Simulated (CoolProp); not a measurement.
Vapour-liquid equilibrium of diethyl ether (1) + n-hexane (2) at 370.6 K; x and y are mole fractions of (1).

Values from CoolProp's multi-fluid Helmholtz-energy mixture model, Thol 2014 and Thol 2019; pair parameters Bell 2016.

```csv
x,bubble pressure (MPa),y at the bubble point,dew pressure at overall composition x (MPa),liquid density (mol/L)
0.05,0.2546,0.130,0.2393,6.833
0.2,0.3198,0.396,0.2693,7.018
0.35,0.3783,0.568,0.3066,7.218
0.5,0.4335,0.697,0.3534,7.433
0.65,0.4877,0.802,0.4123,7.664
0.8,0.5423,0.894,0.4864,7.913
0.95,0.5980,0.975,0.5801,8.179
```

No azeotrope shows between x = 0.05 and 0.95.

The pair parameters rest on a limited set of measurements; away from them the model extrapolates.
